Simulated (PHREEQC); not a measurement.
2.9 g of hydrous ferric oxide (600 m²/g; 0.2 weak and 0.005 strong sites per Fe, Dzombak-Morel constants, diffuse double layer) in 1 kg of water with 0.05 mol/kgw of an inert sodium salt and 5e-05 mol ZnSO4 and 0.00057 mol MnCl2, at 25 °C; the pH is set by adding NaOH or the inert anion's acid. The system is closed to oxygen. The system is closed to CO2. Nothing may precipitate in this run.

The series has 17 steps of pH, from 4 to 10.

Model: ion-association model, wateq4f.dat, run in PHREEQC.

Near which pH is half of the S sorbed, and on which side is more sorbed?

Near pH 7.1, with more sorbed at lower pH.

Near which pH is half of the Zn sorbed, and on which side is more sorbed?

Near pH 5.5, with more sorbed at higher pH.

Near which pH is half of the Mn sorbed, and on which side is more sorbed?

Near pH 6.9, with more sorbed at higher pH.

Species that the database lacks are ignored.
